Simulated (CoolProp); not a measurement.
The numbers come from the reference Helmholtz-energy equation of state, Thol 2012 in CoolProp.

### Question
Give the vapour pressure (kPa), liquid density (kg/m³), liquid conductivity (mW/(m K)) of saturated benzene at 104.65, 119.75, 134.95 °C.

### Answer
```
T (°C)  p (kPa)  liquid density (kg/m³)  liquid conductivity (mW/(m K))
------  -------  ----------------------  ------------------------------
104.65      204                     785                             116
119.75      298                     767                             112
134.95      423                     749                             107
```

Thermal conductivity comes from a separate model (Assael 2012).
